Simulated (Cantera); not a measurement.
Transport properties of process gases

Gas mixture: H2O = 0.98 (molar parts), at 0.132 atm, frozen composition.

Cantera's kinetic-theory transport with the Lennard-Jones parameters of GRI-Mech 3.0, ideal gas; thermal conductivity in the mixture-averaged form. Polar gases are described roughly by these parameters.

```csv
T (K),ρ (kg/m³),cp (J/kg/K),μ (µPa s),λ (mW/m/K),Pr,D (cm²/s) NH3,D (cm²/s) O,D (cm²/s) N2
400,0.0722,1902,14.0,37.0,0.718,2.67,4.92,3.01
500,0.0578,1955,17.7,48.2,0.718,4.22,7.41,4.58
600,0.0481,2016,21.5,60.4,0.718,6.11,10.3,6.40
700,0.0413,2082,25.2,73.4,0.716,8.33,13.5,8.45
800,0.0361,2150,29.0,87.3,0.714,10.8,17.0,10.7
900,0.0321,2220,32.6,102,0.712,13.6,20.9,13.2
1000,0.0289,2292,36.2,117,0.712,16.7,25.0,15.8
```
D: mixture-averaged diffusion coefficient of that species in the mixture.
